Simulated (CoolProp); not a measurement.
Vapour-liquid equilibrium of propane (1) + R114 (2) at 20.55 °C; x and y are mole fractions of (1).

The numbers come from the multi-fluid Helmholtz-energy mixture model, Lemmon 2009 and Platzer 1990; pair parameters Bell 2016 in CoolProp. This equation is an older, rougher fit; its heat capacities, sound speeds and derivatives of the liquid may be far off and weren't checked against measurements.

**Question.** Give the bubble pressure and the first vapour's composition at x = 0.15, 0.25, 0.45. Is there an azeotrope?

**Answer.** x = 0.15: 0.3174 MPa, y = 0.475; x = 0.25: 0.3933 MPa, y = 0.610; x = 0.45: 0.5253 MPa, y = 0.763. No azeotrope shows between x = 0.05 and 0.95.

Pair parameters are fitted to limited data, so mixtures are less certain than the pure fluids.
